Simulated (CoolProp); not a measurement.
Model: reference Helmholtz-energy equation of state, Thol 2016, in CoolProp.

Task: Give the vapour pressure (MPa), liquid density (kg/m³), liquid cp (kJ/(kg K)), vapour Z of saturated hexamethyldisiloxane (MM) at 307, 320.4, 414 K.

Result: 
```tsv
T (K)	p (MPa)	liquid density (kg/m³)	liquid cp (kJ/(kg K))	vapour Z
307	0.00860	750	1.92	0.989
320.4	0.0156	736	1.96	0.983
414	0.286	623	2.25	0.868
```
